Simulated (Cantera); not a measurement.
Feed: 1 mol CO₂, 0.24 mol O₂, equilibrated at 875 K and 13.3 mbar.

Equilibrium computed with Cantera from the NASA thermochemical tables; the gas is ideal and each condensed phase is pure. Candidate condensed phases: C; 12 gas species. Kinetics and transport are ignored.

Base state: CO₂ 0.806, O₂ 0.194 (mole fractions); condensed: gas only.

Task: What changes in the equilibrium state with this change: 0.31 mol H₂ added?

Result: 
| species | before | after |
|---|---|---|
| CO₂ | 0.806 | 0.717 |
| H₂O | 0 | 0.222 |
| O₂ | 0.194 | 0.0609 |
Further candidate phases: C₆H₆, C₇H₈, C₈H₁₈, H₂O.
